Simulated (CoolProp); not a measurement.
Computed with CoolProp (reference Helmholtz-energy equation of state, Lemmon 2006). It is a short technical equation, of lower accuracy than the large ones.

Problem. Give the vapour pressure (MPa), vapour density (kg/m³), enthalpy of vaporisation (kJ/kg) of saturated R142b at -41.35, -32.45 °C.

Solution. 
| T (°C) | p (MPa) | vapour density (kg/m³) | enthalpy of vaporisation (kJ/kg) |
|---|---|---|---|
| -41.35 | 0.0221 | 1.17 | 241 |
| -32.45 | 0.0353 | 1.81 | 236 |
